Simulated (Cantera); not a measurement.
An adiabatic, constant-pressure homogeneous reactor starts with CH4 : O2 : N2 = 1 : 2.56 : 9.64 (molar parts), equivalence ratio 0.78, at 1250 K and 750 Torr. Integrator tolerance rtol = 1e-08.

Model: GRI-Mech 3.0 (53 species, 325 reactions), integrated in Cantera.

### Question
What does this change do: pressure from 750 Torr to 3750 Torr?

### Answer
```json
[
 {"quantity": "time of steepest temperature rise", "before": "20.1 ms", "after": "4.72 ms"},
 {"quantity": "temperature at 0.200 s", "before": "2536 K", "after": "2602 K"},
 {"quantity": "equilibrium temperature", "before": "2536 K", "after": "2602 K"},
 {"quantity": "x(CH4) at 0.200 s", "before": "<1e-12 (gas-phase equilibrium <1e-12)", "after": "<1e-12 (gas-phase equilibrium <1e-12)"},
 {"quantity": "x(O2) at 0.200 s", "before": "0.0413 (gas-phase equilibrium 0.0413)", "after": "0.0391 (gas-phase equilibrium 0.0391)"},
 {"quantity": "x(HCO) at 0.200 s", "before": "3.71e-9 (gas-phase equilibrium 3.71e-9)", "after": "5.47e-9 (gas-phase equilibrium 5.47e-9)"},
 {"quantity": "x(NO2) at 0.200 s", "before": "3.93e-6 (gas-phase equilibrium 3.93e-6)", "after": "8.72e-6 (gas-phase equilibrium 8.72e-6)"},
 {"quantity": "x(HCN) at 0.200 s", "before": "5.73e-11 (gas-phase equilibrium 5.73e-11)", "after": "9.77e-11 (gas-phase equilibrium 9.77e-11)"},
 {"quantity": "x(N2O) at 0.200 s", "before": "5.48e-7 (gas-phase equilibrium 5.48e-7)", "after": "1.34e-6 (gas-phase equilibrium 1.34e-6)"},
 {"quantity": "x(CO) at 0.200 s", "before": "0.0134 (gas-phase equilibrium 0.0134)", "after": "0.00924 (gas-phase equilibrium 0.00924)"}
]
```

### Question
What does this change do: N2 9.64 to 6.7 parts?

### Answer
```
quantity                                                              before                                      after
---------------------------------  -----------------------------------------  -----------------------------------------
time of steepest temperature rise                                    20.1 ms                                    14.7 ms
temperature at 0.200 s                                                2536 K                                     2684 K
equilibrium temperature                                               2536 K                                     2684 K
x(CH4) at 0.200 s                      <1e-12 (gas-phase equilibrium <1e-12)      <1e-12 (gas-phase equilibrium <1e-12)
x(O2) at 0.200 s                       0.0413 (gas-phase equilibrium 0.0413)      0.0554 (gas-phase equilibrium 0.0554)
x(HCO) at 0.200 s                    3.71e-9 (gas-phase equilibrium 3.71e-9)    1.54e-8 (gas-phase equilibrium 1.54e-8)
x(NO2) at 0.200 s                    3.93e-6 (gas-phase equilibrium 3.93e-6)    5.44e-6 (gas-phase equilibrium 5.44e-6)
x(HCN) at 0.200 s                  5.73e-11 (gas-phase equilibrium 5.73e-11)  2.48e-10 (gas-phase equilibrium 2.48e-10)
x(N2O) at 0.200 s                    5.48e-7 (gas-phase equilibrium 5.48e-7)    7.09e-7 (gas-phase equilibrium 7.09e-7)
x(CO) at 0.200 s                       0.0134 (gas-phase equilibrium 0.0134)      0.0265 (gas-phase equilibrium 0.0265)
```
